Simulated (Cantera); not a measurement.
Input: 1 mol CuO, a varied amount of CO, at 2350 K and 9.40 mbar.

These are equilibrium values from Cantera (NASA tables, ideal gas, pure condensed phases), not measurements of a reactor. Candidate condensed phases: C, Cu, CuO, Cu2O; 15 gas species. Rates play no part.

x: gas mole fraction; nothing condenses.

```tsv
n(CO) (mol)	x CO	x Cu	x CO2	x O2	x O	x CuO	x Cu2
1.9	0.348	0.335	0.289	0.0183	0.00922	0.000351	0.000174
2.2	0.400	0.306	0.274	0.0124	0.00759	0.000264	0.000145
2.5	0.446	0.281	0.257	0.00883	0.00640	0.000204	0.000122
2.9	0.499	0.253	0.236	0.00596	0.00526	0.000151	9.95e-5
3.3	0.543	0.230	0.217	0.00426	0.00444	0.000116	8.23e-5
3.7	0.581	___	0.201	___	___	___	___
4.3	0.627	0.187	0.180	0.00219	0.00319	6.80e-5	5.45e-5
4.9	0.664	0.169	0.163	0.00160	0.00272	5.22e-5	4.41e-5
5.6	0.699	0.151	0.146	0.00116	0.00232	3.99e-5	3.53e-5
6.3	0.728	___	___	___	___	___	___
7.2	0.757	0.122	0.119	0.000652	0.00174	2.40e-5	2.29e-5
8.2	0.784	0.108	0.106	0.000487	0.00150	1.85e-5	1.82e-5
```

Task: What belongs in the gaps?

Result: 
- 6.3, x Cu: 0.137
- 6.3, x CO2: 0.133
- 6.3, x O2: 0.000885
- 6.3, x O: 0.00203
- 6.3, x CuO: 3.14e-5
- 6.3, x Cu2: 2.89e-5
- 3.7, x Cu: 0.211
- 3.7, x O2: 0.00318
- 3.7, x O: 0.00384
- 3.7, x CuO: 9.22e-5
- 3.7, x Cu2: 6.91e-5
